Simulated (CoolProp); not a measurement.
Saturation properties of R11.

The numbers come from the reference Helmholtz-energy equation of state, Jacobsen 1992 in CoolProp.

```json
[
 {"T (K)": "327.7", "p (MPa)": "0.2692", "liquid density (kg/m³)": "1403", "enthalpy of vaporisation (kJ/kg)": "169.3", "vapour viscosity (µPa s)": "11.1"},
 {"T (K)": "333.9", "p (MPa)": "0.3198", "liquid density (kg/m³)": "1387", "enthalpy of vaporisation (kJ/kg)": "166.6", "vapour viscosity (µPa s)": "11.3"},
 {"T (K)": "340.1", "p (MPa)": "0.3772", "liquid density (kg/m³)": "1371", "enthalpy of vaporisation (kJ/kg)": "163.8", "vapour viscosity (µPa s)": "11.5"},
 {"T (K)": "346.3", "p (MPa)": "0.4421", "liquid density (kg/m³)": "1354", "enthalpy of vaporisation (kJ/kg)": "161.0", "vapour viscosity (µPa s)": "11.7"},
 {"T (K)": "352.5", "p (MPa)": "0.5151", "liquid density (kg/m³)": "1337", "enthalpy of vaporisation (kJ/kg)": "158.0", "vapour viscosity (µPa s)": "11.9"},
 {"T (K)": "358.7", "p (MPa)": "0.5967", "liquid density (kg/m³)": "1319", "enthalpy of vaporisation (kJ/kg)": "154.9", "vapour viscosity (µPa s)": "12.1"},
 {"T (K)": "364.9", "p (MPa)": "0.6876", "liquid density (kg/m³)": "1301", "enthalpy of vaporisation (kJ/kg)": "151.6", "vapour viscosity (µPa s)": "12.3"},
 {"T (K)": "371.1", "p (MPa)": "0.7883", "liquid density (kg/m³)": "1282", "enthalpy of vaporisation (kJ/kg)": "148.2", "vapour viscosity (µPa s)": "12.5"},
 {"T (K)": "377.3", "p (MPa)": "0.8996", "liquid density (kg/m³)": "1263", "enthalpy of vaporisation (kJ/kg)": "144.7", "vapour viscosity (µPa s)": "12.7"},
 {"T (K)": "383.5", "p (MPa)": "1.022", "liquid density (kg/m³)": "1243", "enthalpy of vaporisation (kJ/kg)": "140.9", "vapour viscosity (µPa s)": "13.0"},
 {"T (K)": "389.7", "p (MPa)": "1.156", "liquid density (kg/m³)": "1222", "enthalpy of vaporisation (kJ/kg)": "136.9", "vapour viscosity (µPa s)": "13.2"},
 {"T (K)": "395.9", "p (MPa)": "1.303", "liquid density (kg/m³)": "1200", "enthalpy of vaporisation (kJ/kg)": "132.8", "vapour viscosity (µPa s)": "13.5"},
 {"T (K)": "402.1", "p (MPa)": "1.463", "liquid density (kg/m³)": "1178", "enthalpy of vaporisation (kJ/kg)": "128.3", "vapour viscosity (µPa s)": "13.8"}
]
```

It boils at 296.9 K under 1 atm.

Viscosity comes from a separate model (Klein 1997), an estimate that may be off by 10 % or more.
